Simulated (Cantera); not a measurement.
Charge: 1 mol CH3SiH3, 160 mol H2, held at 45.0 Torr.

Equilibrium computed with Cantera from the NASA thermochemical tables; the gas is ideal and each condensed phase is pure. Candidate condensed phases: C, C6H6, C7H8, C8H18, Si, SiC; 87 gas species. The feed counts by its element totals alone. Gases not in the tables: Si2H6 and higher silanes. Rates play no part.

At 2148 K, list the 4 most abundant gas species with their mole fractions, and the condensed phases.

H2 0.982, H 0.0169, Si 0.000705, C2H2 (acetylene) 0.000423. Condensed: SiC(s).
